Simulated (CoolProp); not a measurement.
A closed Brayton cycle with nitrogen: compressor inlet 330.15 K and 0.38 MPa, high pressure 1.27 MPa, turbine inlet 665 K, compressor efficiency 0.89, turbine efficiency 0.85, recuperator effectiveness 0.95 (on enthalpy, no pinch check). Each further row changes one setting.

Model: reference Helmholtz-energy equation of state, Span 2000, in CoolProp.

```tsv
case	thermal efficiency (%)	net work (kJ/kg)	compressor to turbine work	compressor exit (K)	turbine exit (K)
as stated	…	13.7	0.92	482.1	504.3
turbine inlet 615 K	0.4	…	…	482.1	…
compressor inlet 340.15 K	5.1	…	0.95	496.5	504.3
high pressure 1.08 MPa	…	18.5	0.88	458.7	…
recuperator effectiveness 0.5	…	13.7	0.92	482.1	504.3
```

What belongs in the gaps?


- as stated, thermal efficiency (%): 7.9
- turbine inlet 615 K, net work (kJ/kg): 0.531
- turbine inlet 615 K, compressor to turbine work: 1.00
- turbine inlet 615 K, turbine exit (K): 465.3
- compressor inlet 340.15 K, net work (kJ/kg): 8.93
- high pressure 1.08 MPa, thermal efficiency (%): 11.8
- high pressure 1.08 MPa, turbine exit (K): 523.1
- recuperator effectiveness 0.5, thermal efficiency (%): 7.4
